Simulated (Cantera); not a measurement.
An adiabatic, constant-volume homogeneous reactor starts with 4.52 % CH4, 1.04 % C2H6, 19.8 % O2, 74.6 % N2, at 1150 K and 800000 Pa.

Computed with Cantera and GRI-Mech 3.0 (53 species, 325 reactions).

Problem. Predict: time of steepest temperature rise; temperature at 6.00 s; equilibrium temperature; x(O2) at 6.00 s; x(CO) at 6.00 s; x(HCO) at 6.00 s; x(OH) at 6.00 s.

Solution. 
| Property | Result |
|---|---|
| time of steepest temperature rise | 1.98 ms |
| temperature at 6.00 s | 2649 K |
| equilibrium temperature | 2649 K |
| x(O2) at 6.00 s | 0.0626 (gas-phase equilibrium 0.0626) |
| x(CO) at 6.00 s | 0.00440 (gas-phase equilibrium 0.00440) |
| x(HCO) at 6.00 s | 3.65e-9 (gas-phase equilibrium 3.65e-9) |
| x(OH) at 6.00 s | 0.00856 (gas-phase equilibrium 0.00856) |
